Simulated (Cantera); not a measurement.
A closed system holds: 1 mol CH2F2, 8.4 mol H2, at 10000 Pa.

These are equilibrium values from Cantera (NASA tables, ideal gas, pure condensed phases), not measurements of a reactor. Candidate condensed phases: C, C6H6, C7H8, C8H18; 110 gas species. Ions and electrons are included (thermal ionisation). Kinetics and transport are ignored.

**Question.** Which condensed phases are stable at each of these points (T (°C)): 1727, 2227, 2727, 3227, 3727, 4227, 4727?

**Answer.** 
```json
[
 {"T (°C)": "1727", "condensed phases": "C(graphite)", "C condensed (%)": "98.7"},
 {"T (°C)": "2227", "condensed phases": "C(graphite)", "C condensed (%)": "82.5"},
 {"T (°C)": "2727", "condensed phases": "gas only", "C condensed (%)": "0.0"},
 {"T (°C)": "3227", "condensed phases": "gas only", "C condensed (%)": "0.0"},
 {"T (°C)": "3727", "condensed phases": "gas only", "C condensed (%)": "0.0"},
 {"T (°C)": "4227", "condensed phases": "gas only", "C condensed (%)": "0.0"},
 {"T (°C)": "4727", "condensed phases": "gas only", "C condensed (%)": "0.0"}
]
```

From 1727 °C to 2227 °C the condensed part is C(graphite). From 2727 °C to 4727 °C nothing is condensed.
